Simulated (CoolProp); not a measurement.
A single-stage vapour-compression cycle with carbonyl sulfide: evaporating at 216.15 K (dew point), condensing at 241.15 K (bubble point), superheat 5 K, subcooling 0 K, compressor efficiency 0.85, no pressure losses. Each further row changes one setting.

The numbers come from the reference Helmholtz-energy equation of state, Lemmon 2006 in CoolProp. It is a short technical equation, of lower accuracy than the large ones.

| case | cooling COP | pressure ratio | discharge temperature (K) | refrigerating effect (kJ/kg) | volumetric capacity (kJ/m³) |
|---|---|---|---|---|---|
| as stated | … | 3.00 | 290.2 | 287 | 699 |
| evaporating temperature 221.15 K | 8.58 | 2.36 | 279.9 | 289 | 882 |
| condensing temperature 236.15 K | 8.36 | 2.46 | … | 293 | 713 |
| subcooling 5 K | 6.70 | 3.00 | 290.2 | 293 | 713 |
| superheat 15 K | 6.42 | 3.00 | … | 293 | 681 |
| compressor efficiency 0.75 | … | 3.00 | … | 287 | 699 |

What belongs in the gaps?


- as stated, cooling COP: 6.57
- condensing temperature 236.15 K, discharge temperature (K): 276.9
- superheat 15 K, discharge temperature (K): 302.0
- compressor efficiency 0.75, cooling COP: 5.79
- compressor efficiency 0.75, discharge temperature (K): 298.4
